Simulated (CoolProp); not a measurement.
Dodecamethylcyclohexasiloxane (D6) along the isobar 10.4 bar: fugacity coefficient from the reference equation and from simpler models built on Tc = 645.8 K, pc = 9.614 bar, ω = 0.736; each cubic takes its own stable root.

Values from CoolProp's reference Helmholtz-energy equation of state, Colonna 2008. It is a short technical equation, of lower accuracy than the large ones.

```
T (K)   phase  reference
-----  ------  ---------
438.8  liquid    0.01261
464.7  liquid    0.02806
490.6  liquid    0.05530
516.4  liquid    0.09829
542.3  liquid     0.1608
568.2  liquid     0.2443
594.1  liquid     0.3481
620    liquid     0.4674
```

**Question.** How far does each simpler model (van der Waals, Soave-Redlich-Kwong, Peng-Robinson) lie from the reference over these 8 states: mean and median of the absolute difference, and the worst?

**Answer.** 
- van der Waals: mean 367.5 %, median 195.0 %, worst +1283.0 % at 438.8 K and 10.4 bar
- Soave-Redlich-Kwong: mean 4.6 %, median 4.9 %, worst +7.0 % at 620 K and 10.4 bar
- Peng-Robinson: mean 3.4 %, median 3.1 %, worst +5.1 % at 438.8 K and 10.4 bar
